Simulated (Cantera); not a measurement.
Adiabatic ignition

An adiabatic, constant-pressure homogeneous reactor starts with 18.4 % CH₄, 2.76 % H₂, 15.9 % O₂, 59.8 % N₂, 3.13 % H₂O, at 1675 K and 54000 Pa.

Detailed kinetics in Cantera: GRI-Mech 3.0 (53 species, 325 reactions).

```json
[
 {"t (s)": "2.00e-6", "T (K)": "1675", "x CH₄": "0.184", "x H₂": "0.0276", "x O₂": "0.159", "x HO₂": "1.02e-6", "x H₂O₂": "1.74e-8", "x C₂H₂": "<1e-12"},
 {"t (s)": "4.80e-6", "T (K)": "1675", "x CH₄": "0.184", "x H₂": "0.0276", "x O₂": "0.159", "x HO₂": "2.34e-6", "x H₂O₂": "6.86e-8", "x C₂H₂": "<1e-12"},
 {"t (s)": "1.15e-5", "T (K)": "1675", "x CH₄": "0.184", "x H₂": "0.0276", "x O₂": "0.159", "x HO₂": "5.08e-6", "x H₂O₂": "2.01e-7", "x C₂H₂": "2.36e-12"},
 {"t (s)": "2.76e-5", "T (K)": "1675", "x CH₄": "0.184", "x H₂": "0.0276", "x O₂": "0.159", "x HO₂": "9.45e-6", "x H₂O₂": "4.27e-7", "x C₂H₂": "1.31e-10"},
 {"t (s)": "6.62e-5", "T (K)": "1674", "x CH₄": "0.184", "x H₂": "0.0276", "x O₂": "0.159", "x HO₂": "1.24e-5", "x H₂O₂": "5.86e-7", "x C₂H₂": "9.36e-9"},
 {"t (s)": "0.000159", "T (K)": "1678", "x CH₄": "0.181", "x H₂": "0.0279", "x O₂": "0.158", "x HO₂": "2.58e-5", "x H₂O₂": "1.24e-6", "x C₂H₂": "1.39e-6"},
 {"t (s)": "0.000381", "T (K)": "1961", "x CH₄": "0.0838", "x H₂": "0.0858", "x O₂": "0.0897", "x HO₂": "0.000162", "x H₂O₂": "7.85e-6", "x C₂H₂": "0.00436"},
 {"t (s)": "0.000913", "T (K)": "2472", "x CH₄": "0.000362", "x H₂": "0.220", "x O₂": "4.66e-6", "x HO₂": "3.43e-9", "x H₂O₂": "9.46e-10", "x C₂H₂": "0.00122"},
 {"t (s)": "0.00219", "T (K)": "2452", "x CH₄": "4.85e-8", "x H₂": "0.223", "x O₂": "7.02e-6", "x HO₂": "4.80e-9", "x H₂O₂": "1.29e-9", "x C₂H₂": "1.36e-7"},
 {"t (s)": "0.00525", "T (K)": "2439", "x CH₄": "1.74e-11", "x H₂": "0.222", "x O₂": "1.02e-5", "x HO₂": "6.65e-9", "x H₂O₂": "1.74e-9", "x C₂H₂": "<1e-12"},
 {"t (s)": "0.0126", "T (K)": "2437", "x CH₄": "1.55e-11", "x H₂": "0.222", "x O₂": "1.07e-5", "x HO₂": "6.92e-9", "x H₂O₂": "1.80e-9", "x C₂H₂": "<1e-12"},
 {"t (s)": "0.0302", "T (K)": "2438", "x CH₄": "1.52e-11", "x H₂": "0.222", "x O₂": "1.08e-5", "x HO₂": "6.96e-9", "x H₂O₂": "1.81e-9", "x C₂H₂": "<1e-12"},
 {"t (s)": "0.0725", "T (K)": "2438", "x CH₄": "1.50e-11", "x H₂": "0.222", "x O₂": "1.08e-5", "x HO₂": "6.98e-9", "x H₂O₂": "1.81e-9", "x C₂H₂": "<1e-12"},
 {"t (s)": "0.174", "T (K)": "2438", "x CH₄": "1.50e-11", "x H₂": "0.222", "x O₂": "1.08e-5", "x HO₂": "6.98e-9", "x H₂O₂": "1.81e-9", "x C₂H₂": "<1e-12"},
 {"t (s)": "0.417", "T (K)": "2438", "x CH₄": "1.50e-11", "x H₂": "0.222", "x O₂": "1.08e-5", "x HO₂": "6.98e-9", "x H₂O₂": "1.81e-9", "x C₂H₂": "<1e-12"},
 {"t (s)": "1.00", "T (K)": "2438", "x CH₄": "1.50e-11", "x H₂": "0.222", "x O₂": "1.08e-5", "x HO₂": "6.98e-9", "x H₂O₂": "1.81e-9", "x C₂H₂": "<1e-12"}
]
```
x: mole fraction; the columns are a selection and need not sum to one.

The time of steepest temperature rise comes out as 0.406 ms and the temperature at 1.00 s is 2438 K. The equilibrium temperature comes out as 2438 K and the x(CH₄) at 1.00 s comes out as 1.50e-11 (gas-phase equilibrium 1.69e-11). The x(H₂) at 1.00 s is 0.222 (gas-phase equilibrium 0.222) and the x(O₂) at 1.00 s is 1.08e-5 (gas-phase equilibrium 1.08e-5).
